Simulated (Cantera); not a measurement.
Input: 1 mol S, 0.098 mol H2, at 1502 °C and 0.120 Torr.

Cantera equilibrium calculation (NASA polynomials, part measured and part estimated; ideal gas, pure solids and liquids). Candidate condensed phases: S; 7 gas species. Kinetics and transport are ignored.

Base state: S2 0.786, H2 0.147, S 0.0424, SH 0.0138, H 0.00876, H2S 0.00194 (mole fractions); condensed: gas only.

Q: What changes in the equilibrium state with this change: H2 from 0.098 to 0.23 mol?

A: 
| species | before | after |
|---|---|---|
| S2 | 0.786 | 0.639 |
| H2 | 0.147 | 0.289 |
| S | 0.0424 | 0.0383 |
| H | 0.00876 | 0.0123 |
| SH | 0.0138 | 0.0175 |
| H2S | 0.00194 | 0.00345 |
